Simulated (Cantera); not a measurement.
Charge: 1 mol SiH2Cl2, 23 mol N2, held at 1.33 mbar.

These are equilibrium values from Cantera (NASA tables, ideal gas, pure condensed phases), not measurements of a reactor. Candidate condensed phases: NH4Cl, Si, Si3N4; 28 gas species. N2 is the only nitrogen source here; it is nearly inert below about 1500 K, so the nitride shown seldom forms there in practice. Equilibrium is a limit: real reactors are often held back by kinetics, nucleation or transport.

Which condensed phases are stable at each of these points (T (K)): 1173, 1248, 1323, 1398, 1473, 1548, 1623, 1698, 1773, 1848, 1923, 1998, 2073, 2148?


```tsv
T (K)	condensed phases	Si condensed (%)
1173	Si3N4(s)	88.1
1248	Si3N4(s)	85.2
1323	Si3N4(s)	77.0
1398	Si3N4(s)	64.2
1473	Si3N4(s)	50.3
1548	Si3N4(s)	37.6
1623	Si3N4(s)	27.3
1698	Si(l)	19.4
1773	Si(l)	17.1
1848	Si(l)	9.2
1923	gas only	0.0
1998	gas only	0.0
2073	gas only	0.0
2148	gas only	0.0
```

From 1173 K to 1623 K the condensed part is Si3N4(s). From 1698 K to 1848 K the condensed part is Si(l). From 1923 K to 2148 K nothing is condensed.
